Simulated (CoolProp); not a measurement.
R152A along the isobar 1010 kPa: Z from the reference equation and from simpler models built on Tc = 113.3 °C, pc = 4517 kPa, ω = 0.275; each cubic takes its own stable root.

Values from CoolProp's reference Helmholtz-energy equation of state, Outcalt 1996. It is a modified Benedict-Webb-Rubin equation, recast in Helmholtz form.

| T (°C) | phase | reference |
|---|---|---|
| 56.85 | gas | 0.8345 |
| 68.15 | gas | 0.8565 |
| 79.55 | gas | 0.8746 |
| 90.85 | gas | 0.8895 |
| 102.15 | gas | 0.9019 |
| 113.55 | gas | 0.9127 |
| 124.85 | gas | 0.9218 |
| 136.15 | gas | 0.9297 |
| 147.55 | gas | 0.9367 |
| 158.85 | gas | 0.9428 |
| 170.15 | gas | 0.9482 |
| 181.55 | gas | 0.9530 |
| 192.85 | gas | 0.9573 |
| 204.15 | gas | 0.9611 |
| 215.55 | gas | 0.9646 |
| 226.85 | gas | 0.9678 |

**Question.** How far does each simpler model (Pitzer virial, van der Waals, Soave-Redlich-Kwong, Peng-Robinson) lie from the reference over these 16 states: mean and median of the absolute difference, and the worst?

**Answer.** 
- Pitzer virial: mean 1.1 %, median 0.7 %, worst +3.7 % at 56.85 °C and 1010 kPa
- van der Waals: mean 1.8 %, median 0.9 %, worst +7.0 % at 56.85 °C and 1010 kPa
- Soave-Redlich-Kwong: mean 0.9 %, median 0.6 %, worst +2.7 % at 56.85 °C and 1010 kPa
- Peng-Robinson: mean 0.4 %, median 0.3 %, worst +1.6 % at 56.85 °C and 1010 kPa
